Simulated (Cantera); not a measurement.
**Al + HCl + N2 (aluminium nitride and oxide growth)**

A closed system holds: 1 mol Al, 0.61 mol HCl, 65 mol N2, held at 13.0 Pa.

Method: chemical equilibrium by Gibbs-energy minimisation in Cantera with the NASA 1993 tables (ideal gas, pure condensed phases). Candidate condensed phases: Al, AlCl3, AlN, NH4Cl; 20 gas species. The tables' values for AlCl2 are old estimates; treat these amounts as uncertain. Rates play no part.

From 502 °C to 1302 °C the condensed part is AlN(s). From 1402 °C to 1602 °C nothing is condensed. The main Al-bearing gas is AlCl3 at 502 °C and AlCl at 1602 °C.

```csv
T (°C),x N2,x AlCl,x Al,x H2,x HCl,n AlN(s)
502,0.992,1.04e-12,<1e-12,0.00289,0.00359,0.875
602,0.992,5.35e-10,<1e-12,0.00299,0.00340,0.870
702,0.992,7.56e-8,<1e-12,0.00306,0.00324,0.867
802,0.992,4.19e-6,<1e-12,0.00312,0.00312,0.864
902,0.992,0.000115,2.93e-11,0.00319,0.00299,0.855
1002,0.991,0.00167,5.00e-9,0.00335,0.00264,0.774
1102,0.987,0.00736,4.02e-7,0.00406,0.00116,0.495
1202,0.986,0.00905,1.77e-5,0.00451,0.000189,0.403
1302,0.986,0.00924,0.000478,0.00450,3.18e-5,0.361
1402,0.980,0.00919,0.00589,0.00426,9.29e-6,0
1502,0.980,0.00915,0.00591,0.00380,2.80e-5,0
1602,0.979,0.00906,0.00600,0.00299,6.89e-5,0
```
x: gas mole fraction; n: condensed amount in mol.
